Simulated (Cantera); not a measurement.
A freely propagating, adiabatic, planar premixed flame of CH₄ : O₂ : N₂ : CO₂ = 1 : 2 : 5.6 : 0.38 (molar parts), equivalence ratio 1.0, unburnt at 473 K and 0.290 bar; mixture-averaged transport, grid criteria slope 0.08 and curve 0.16, no radiation.

Computed with Cantera and GRI-Mech 3.0 (53 species, 325 reactions). Burning velocities carry a grid error of a few per cent, more on coarse grids.

x: mole fraction of selected species; z is measured from the peak of heat release.

```tsv
z (mm)	T (K)	u (m/s)	x CH₄	x O₂	x CO₂	x OH	x H₂O₂	x CO
-2.73	473	1.29	0.111	0.223	0.0423	<1e-8	<1e-8	6.89e-7
-1.82	474	1.29	0.111	0.222	0.0422	<1e-8	6.51e-8	1.22e-5
-1.36	477	1.30	0.110	0.221	0.0421	6.46e-8	4.01e-7	7.91e-5
-0.909	517	1.42	0.107	0.218	0.0419	5.06e-6	3.37e-6	0.00110
-0.454	913	2.56	0.0793	0.185	0.0435	8.40e-5	6.34e-6	0.0161
-0.227	1354	3.86	0.0441	0.138	0.0486	0.000652	4.96e-6	0.0397
0	1761	5.08	0.0116	0.0841	0.0582	0.00355	1.27e-6	0.0651
0.227	1931	5.59	?	?	?	?	?	0.0699
0.454	1968	5.68	6.10e-5	0.0385	0.0802	0.0119	1.39e-7	0.0630
0.909	1995	5.74	1.68e-7	0.0323	0.0913	0.0132	1.27e-7	0.0534
1.82	2031	5.81	<1e-8	0.0299	0.0976	0.0135	?	0.0480
3.64	2082	5.94	<1e-8	0.0281	0.100	0.0134	9.50e-8	0.0458
7.27	2152	6.11	<1e-8	0.0257	0.104	0.0129	7.76e-8	0.0431
```

Complete the blanks.


- 0.227, x CH₄: 0.00116
- 0.227, x O₂: 0.0511
- 0.227, x CO₂: 0.0700
- 0.227, x OH: 0.00880
- 0.227, x H₂O₂: 2.73e-7
- 1.82, x H₂O₂: 1.13e-7
